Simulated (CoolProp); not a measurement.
Properties of oxygen along the isotherm 257.1 K.

The numbers come from the reference Helmholtz-energy equation of state, Schmidt 1985 in CoolProp.

```json
[
 {"p (MPa)": "0.0239", "phase": "gas", "density (kg/m³)": "0.3579", "Joule-Thomson coefficient (K/MPa)": "3.550"},
 {"p (MPa)": "0.0426", "phase": "gas", "density (kg/m³)": "0.6380", "Joule-Thomson coefficient (K/MPa)": "3.549"},
 {"p (MPa)": "0.0757", "phase": "gas", "density (kg/m³)": "1.134", "Joule-Thomson coefficient (K/MPa)": "(withheld)"},
 {"p (MPa)": "0.135", "phase": "gas", "density (kg/m³)": "2.024", "Joule-Thomson coefficient (K/MPa)": "3.544"},
 {"p (MPa)": "0.239", "phase": "gas", "density (kg/m³)": "3.588", "Joule-Thomson coefficient (K/MPa)": "(withheld)"},
 {"p (MPa)": "0.426", "phase": "gas", "density (kg/m³)": "6.410", "Joule-Thomson coefficient (K/MPa)": "(withheld)"},
 {"p (MPa)": "0.757", "phase": "gas", "density (kg/m³)": "11.44", "Joule-Thomson coefficient (K/MPa)": "3.506"},
 {"p (MPa)": "1.35", "phase": "gas", "density (kg/m³)": "20.55", "Joule-Thomson coefficient (K/MPa)": "(withheld)"},
 {"p (MPa)": "2.39", "phase": "gas", "density (kg/m³)": "36.83", "Joule-Thomson coefficient (K/MPa)": "(withheld)"},
 {"p (MPa)": "4.26", "phase": "gas", "density (kg/m³)": "67.12", "Joule-Thomson coefficient (K/MPa)": "3.250"},
 {"p (MPa)": "7.57", "phase": "supercritical", "density (kg/m³)": "123.7", "Joule-Thomson coefficient (K/MPa)": "2.936"}
]
```

Q: Some entries are withheld; supply them.

A: 
- 0.0757, Joule-Thomson coefficient (K/MPa): 3.547
- 0.239, Joule-Thomson coefficient (K/MPa): 3.538
- 0.426, Joule-Thomson coefficient (K/MPa): 3.526
- 1.35, Joule-Thomson coefficient (K/MPa): 3.469
- 2.39, Joule-Thomson coefficient (K/MPa): 3.397
